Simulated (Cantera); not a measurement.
A closed system holds: 1 mol Al, 15 mol HCl, 9.7 mol N2, held at 573.15 K and 0.133 bar.

These are equilibrium values from Cantera (NASA tables, ideal gas, pure condensed phases), not measurements of a reactor. Candidate condensed phases: Al, AlCl3, AlN, NH4Cl; 20 gas species. Rates play no part.

Base state: HCl 0.505, N2 0.408, H2 0.0630, Al2Cl6 0.0182, AlCl3 0.00561, NH3 9.07e-5 (mole fractions); condensed: gas only.

Task: What changes in the equilibrium state with this change: pressure from 0.133 bar to 5.80 mbar?

Result: 
| species | before | after |
|---|---|---|
| HCl | 0.505 | 0.501 |
| N2 | 0.408 | 0.405 |
| H2 | 0.0630 | 0.0626 |
| AlCl3 | 0.00561 | 0.0205 |
| Al2Cl6 | 0.0182 | 0.0106 |
| NH3 | 9.07e-5 | 3.90e-6 |
